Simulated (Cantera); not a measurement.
## Transport properties of process gases

Gas mixture: CO2 : C3H8 : C2H4 : CH3OH = 0.11 : 0.84 : 0.3 : 0.33 (molar parts), at 0.0740 bar, frozen composition.

Cantera's kinetic-theory transport with the Lennard-Jones parameters of GRI-Mech 3.0, ideal gas; thermal conductivity in the multicomponent form. Polar gases are described roughly by these parameters. The composition is frozen, though it would react at the higher temperatures.

```csv
T (K),ρ (kg/m³),cp (J/kg/K),μ (µPa s),λ (mW/m/K),Pr,D (cm²/s) N2,D (cm²/s) NO,D (cm²/s) O
400,0.0857,1911,12.2,30.1,0.773,3.05,2.99,4.73
550,0.0623,2424,16.2,50.8,0.775,5.38,5.27,8.30
700,0.0490,2846,19.9,73.0,0.776,8.19,8.03,12.6
850,0.0403,3178,23.2,95.0,0.776,11.4,11.2,17.5
1000,0.0343,3458,26.3,117,0.776,15.1,14.8,23.1
1150,0.0298,3664,29.1,138,0.775,19.1,18.7,29.2
1300,0.0264,3841,31.8,158,0.774,23.4,23.0,35.9
1450,0.0236,3994,34.4,177,0.773,28.1,27.6,43.1
```
D: mixture-averaged diffusion coefficient of that species in the mixture.
